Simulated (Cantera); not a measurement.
Charge: 1 mol SiO2, 2.5 mol CH4, 8.6 mol H2, equilibrated at 5000 Pa.

Equilibrium computed with Cantera from the NASA thermochemical tables; the gas is ideal and each condensed phase is pure. Candidate condensed phases: C, C6H6, C7H8, C8H18, H2O, Si, SiC, SiO2; 123 gas species. Mutual solubility and eutectic melting of coexisting phases are not modelled. The tables hold silica as quartz up to 1696 K and as liquid above; real silica turns to tridymite and cristobalite and melts near 1996 K. Equilibrium is a limit: real reactors are often held back by kinetics, nucleation or transport.

### Question
Which condensed phases are stable at each of these points (T (K)): 1375, 1425, 1475, 1525, 1575, 1625, 1675, 1725, 1775, 1825, 1875?

### Answer
```tsv
T (K)	condensed phases	Si condensed (%)
1375	C(graphite) + SiC(s) + SiO2(β-quartz)	99.9
1425	SiC(s) + SiO2(β-quartz)	99.7
1475	SiC(s) + SiO2(β-quartz)	98.9
1525	SiC(s) + SiO2(β-quartz)	95.9
1575	SiC(s) + SiO2(β-quartz)	86.6
1625	SiC(s)	75.0
1675	SiC(s)	75.0
1725	SiC(s)	75.0
1775	SiC(s)	75.0
1825	SiC(s)	75.0
1875	SiC(s)	74.9
```

At 1375 K the condensed part is C(graphite) + SiC(s) + SiO2(β-quartz). From 1425 K to 1575 K the condensed part is SiC(s) + SiO2(β-quartz). From 1625 K to 1875 K the condensed part is SiC(s).
